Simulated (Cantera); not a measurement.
A closed system holds: 1 mol Cu2O, 1.5 mol CH4, 0.13 mol H2, held at 777 °C and 0.0380 bar.

Method: chemical equilibrium by Gibbs-energy minimisation in Cantera with the NASA 1993 tables (ideal gas, pure condensed phases). Candidate condensed phases: C, C6H6, C7H8, C8H18, Cu, CuO, Cu(OH)2, Cu2O, H2O; 113 gas species. Kinetics and transport are ignored.

Base state: H2 0.756, CO 0.241, H2O 0.00126, CH4 0.00124, CO2 0.000470 (mole fractions); condensed: C(graphite) + Cu(s).

Q: What changes in the equilibrium state with this change: Cu2O replaced by TiO2?

A: 
| species | before | after |
|---|---|---|
| H2 | 0.756 | 0.975 |
| CO | 0.241 | 0.0229 |
| CH4 | 0.00124 | 0.00207 |
| H2O | 0.00126 | 0.000154 |
| CO2 | 0.000470 | 4.27e-6 |
| C(graphite), mol | 0.502 | 1.42 |
| Cu(s), mol | 2.00 | 0 |
| TiO2(rutile), mol | 0 | 0.705 |
| Ti4O7(s), mol | 0 | 0.0738 |
Mutual solubility and eutectic melting of coexisting phases are not modelled. Condensed phases not in the tables: Magnéli phases beyond Ti4O7. Further candidate phases: Ti, TiC, TiO, TiO2, Ti2O3, Ti3O5, Ti4O7.

Q: What changes in the equilibrium state with this change: temperature from 777 °C to 1725 °C?

A: 
```tsv
species	before	after
H2	0.756	0.667
CO	0.241	0.214
Cu	2.77e-9	0.111
Cu2	<1e-9	0.000456
H	3.62e-8	0.00672
C(graphite), mol	0.502	0.495
Cu(s), mol	2.00	0
Cu(l), mol	0	1.48
```
